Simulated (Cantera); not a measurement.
A closed system holds: 1 mol CO, 0.8 mol H2, equilibrated at 2998.15 K and 0.00640 bar.

Cantera equilibrium calculation (NASA polynomials, part measured and part estimated; ideal gas, pure solids and liquids). Candidate condensed phases: C, C6H6, C7H8, C8H18, H2O; 110 gas species. The numbers say what is thermodynamically allowed, not how fast it happens.

Base state: H 0.519, CO 0.411, H2 0.0698, C 1.39e-5, O 1.02e-5 (mole fractions); condensed: gas only.

Q: What changes in the equilibrium state with this change: temperature from 2998.15 K to 1350 K?

A: 
```json
[
 {"species": "CO", "before": "0.411", "after": "0.556"},
 {"species": "H2", "before": "0.0698", "after": "0.444"},
 {"species": "H", "before": "0.519", "after": "1.99e-5"},
 {"species": "C", "before": "1.39e-5", "after": "<1e-9"},
 {"species": "O", "before": "1.02e-5", "after": "<1e-9"}
]
```

Q: What changes in the equilibrium state with this change: temperature from 2998.15 K to 1623 K?

A: 
```json
[
 {"species": "CO", "before": "0.411", "after": "0.555"},
 {"species": "H2", "before": "0.0698", "after": "0.444"},
 {"species": "H", "before": "0.519", "after": "0.000576"},
 {"species": "C", "before": "1.39e-5", "after": "<1e-9"},
 {"species": "O", "before": "1.02e-5", "after": "<1e-9"}
]
```

Q: What changes in the equilibrium state with this change: CO replaced by C3H6?

A: 
```csv
species,before,after
H,0.519,0.768
H2,0.0698,0.153
C3,<1e-9,0.0478
CO,0.411,0
C5,<1e-9,0.000870
C2H2 (acetylene),1.37e-8,0.00946
C2H,1.74e-8,0.00814
"C(graphite), mol",0,1.60
```
